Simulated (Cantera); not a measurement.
An isothermal, constant-pressure homogeneous reactor starts with 20.5 % H2, 45.7 % O2, 33.8 % N2, equivalence ratio 0.23, at 1050 K and 750 Torr.

Detailed kinetics in Cantera: the H2/O2 subset of GRI-Mech 3.0, which has no nitrogen chemistry. The temperature is held fixed by assumption; the heat of reaction is taken as removed at once.

x: mole fraction; the columns are a selection and need not sum to one.

```csv
t (s),x H2,x O2,x OH,x H2O2,x O
2.00e-6,0.205,0.457,5.36e-11,<1e-12,1.08e-10
1.03e-5,0.205,0.457,9.83e-10,8.19e-12,2.42e-9
5.28e-5,0.205,0.456,…,…,…
0.000271,0.0467,0.408,4.75e-6,0.000302,5.81e-6
0.00139,0.0421,0.407,5.52e-6,0.000626,6.17e-6
0.00717,0.0217,0.401,5.71e-6,0.000578,4.92e-6
0.0368,…,0.395,…,…,…
0.189,0.000188,0.394,4.60e-7,5.23e-7,3.06e-8
0.973,1.31e-5,0.394,1.20e-7,6.98e-9,7.47e-10
5.00,1.68e-10,0.394,4.36e-7,5.39e-10,3.00e-10
```

What belongs in the gaps?


- 5.28e-5, x OH: 2.21e-5
- 5.28e-5, x H2O2: 6.24e-7
- 5.28e-5, x O: 4.46e-5
- 0.0368, x H2: 0.00268
- 0.0368, x OH: 2.44e-6
- 0.0368, x H2O2: 4.24e-5
- 0.0368, x O: 1.07e-6
